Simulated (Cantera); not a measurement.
# Equilibrium for oxide etching and cleaning by halides: MgO + HF

Input: 1 mol MgO, 5.6 mol HF, equilibrated at 0.133 bar.

Equilibrium computed with Cantera from the NASA thermochemical tables; the gas is ideal and each condensed phase is pure. Candidate condensed phases: H₂O, Mg, MgF₂, MgO, Mg(OH)₂; 31 gas species. The numbers say what is thermodynamically allowed, not how fast it happens.

```
T (°C)   x HF  x H₂O    x MgF₂      x H₂     x O₂     x OH   x H₂F₂  n MgF₂(s)  n MgF₂(l)
------  -----  -----  --------  --------  -------  -------  -------  ---------  ---------
875     0.783  0.217   4.05e-8   2.31e-6  1.12e-6  1.68e-7  2.06e-6       1.00          0
925     0.783  0.217   2.12e-7   4.79e-6  2.29e-6  4.09e-7  1.82e-6      1.000          0
975     0.783  0.217   9.70e-7   9.37e-6  4.45e-6  9.28e-7  1.63e-6      1.000          0
1025    0.783  0.217   3.93e-6   1.74e-5  8.21e-6  1.98e-6  1.47e-6      1.000          0
1075    0.783  0.217   1.43e-5   3.09e-5  1.45e-5  3.99e-6  1.34e-6      1.000          0
1125    0.783  0.217   4.70e-5   5.27e-5  2.45e-5  7.65e-6  1.22e-6      1.000          0
1175    0.782  0.217  0.000142   8.67e-5  3.99e-5  1.40e-5  1.13e-6      0.999          0
1225    0.782  0.217  0.000398  0.000138  6.29e-5  2.47e-5  1.05e-6      0.998          0
1275    0.782  0.217   0.00100  0.000213  9.64e-5  4.18e-5  9.80e-7          0      0.995
```
x: gas mole fraction; n: condensed amount in mol.

From 875 °C to 1225 °C the condensed part is MgF₂(s). At 1275 °C the condensed part is MgF₂(l). The main Mg-bearing gas is MgF₂ throughout.
